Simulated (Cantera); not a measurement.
A Cantera script and what it prints.

```python
import numpy as np
import cantera as ct

gas_names = """
    B BH BH2 BH3 BN BO BO2 B2 B2O B2O2 B2O3 B3O3H3 H HBO HBO2 HNO HNO2 HNO3 HO2 H2 H2O H2O2 H3B3O6 N NH
    NH2 NH3 NH2OH NO NO2 NO3 N2 N2H2 N2H4 N2O O OH O2 O3
""".split()
cond_names = """
    B(b) B(L) BN(s) B2O3(L) B3O3H3(cr) H2O(s) H2O(L)
""".split()


# ... load() reads the species with a 1 bar reference pressure and builds the phases ...
atoms = {
    'B2O3': {'B': 2, 'O': 3},
    'NH3': {'N': 1, 'H': 3},
}
top_T = {'BN(s)': 3200}  # K; cautious upper limits of use, not melting points


# ... equilibrate(T, P, feed) seeds the gas with the atoms and calls Mixture.equilibrate('TP', solver="vcs", rtol=1e-11, max_steps=5000) ...
results = []
feed = {'B2O3': 1, 'NH3': 24}  # mol
P = 190  # Pa
for T in [1250, 1350, 1450, 1550, 1650, 1750, 1850]:
    mix = equilibrate(T, P, feed)
    results.append((T, P, feed, dict(zip(mix.species_names, mix.species_moles))))

top = {s: max(r[3][s] / sum(r[3][g] for g in gas_names) for r in results) for s in gas_names}
cols = sorted((s for s in top if top[s] > 1e-05), key=lambda s: -top[s])[:6]
seen = [c for c in cond_names if any(r[3].get(c, 0) > 1e-12 for r in results)]
print("log10 of partial pressures in bar; condensed amounts in mol")
print(f"{'T/K':>10s}" + "".join(f"{s[:9]:>10s}" for s in cols + seen))
for T, P, feed, n in results:
    ng = sum(n[g] for g in gas_names)
    print(f"{T:10.4g}" + "".join(f"{np.log10(max(n[s] / ng * P / 1e5, 1e-99)):10.3f}" for s in cols)
          + "".join(f"{n.get(c, 0):10.4g}" for c in seen))
```

Result:

```
log10 of partial pressures in bar; condensed amounts in mol
       T/K        H2        N2      HBO2       HBO         H      B2O3     BN(s)   B2O3(L)
      1250    -2.847    -3.324    -5.791    -6.697    -7.739    -7.356   0.02821    0.9618
      1350    -2.848    -3.325    -5.279    -5.804    -7.047    -6.153   0.04625    0.8721
      1450    -2.854    -3.329    -4.846    -5.040    -6.451    -5.124   0.04905    0.4717
      1550    -2.862    -3.332    -4.679    -4.716    -5.933    -4.776         0         0
      1650    -2.864    -3.333    -4.653    -4.671    -5.473    -4.834         0         0
      1750    -2.866    -3.334    -4.635    -4.640    -5.066    -4.899         0         0
      1850    -2.870    -3.335    -4.626    -4.628    -4.704    -4.976         0         0
```

These are equilibrium values from Cantera (NASA tables, ideal gas, pure condensed phases), not measurements of a reactor. Mutual solubility and eutectic melting of coexisting phases are not modelled.
